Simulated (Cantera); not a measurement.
Mixture: CH₄ : O₂ : N₂ = 1 : 3.57 : 11.4 (molar parts), equivalence ratio 0.56, at 5.00 bar, adiabatic and at constant volume. Ignition delay is the time to a rise of 400 K.

Computed with Cantera and GRI-Mech 3.0 (53 species, 325 reactions).

Predict: delay at 1073 K; delay at 1173 K; delay at 1273 K; delay at 1373 K; delay at 1473 K; delay at 1573 K; delay at 1673 K; apparent activation energy between 1473 and 1673 K.


```
Quantity                                                 Value
--------------------------------------------------  ----------
delay at 1073 K                                        37.7 ms
delay at 1173 K                                        9.02 ms
delay at 1273 K                                        2.52 ms
delay at 1373 K                                       0.804 ms
delay at 1473 K                                       0.289 ms
delay at 1573 K                                       0.117 ms
delay at 1673 K                                        53.0 µs
apparent activation energy between 1473 and 1673 K  170 kJ/mol
```
